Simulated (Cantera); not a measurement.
Feed: 1 mol (CH3)2SiCl2, 0.0044 mol C3H8, 91 mol H2, held at 1398.15 K and 0.0100 bar.

Equilibrium computed with Cantera from the NASA thermochemical tables; the gas is ideal and each condensed phase is pure. Candidate condensed phases: C, C6H6, C7H8, C8H18, Si, SiC; 109 gas species. The feed counts by its element totals alone. The numbers say what is thermodynamically allowed, not how fast it happens.

Problem. What is the equilibrium state?

Solution. x(H2): 0.979
x(HCl): 0.0210
x(H): 4.69e-5
x(CH4): 4.18e-5
x(SiCl2): 6.33e-6
x(C2H2 (acetylene)): 2.40e-6
n(C(graphite)): 1.01 mol
n(SiC(s)): 0.999 mol
gas amount: 95.02 mol
log10 activity of Si(s) (absent): -2.32
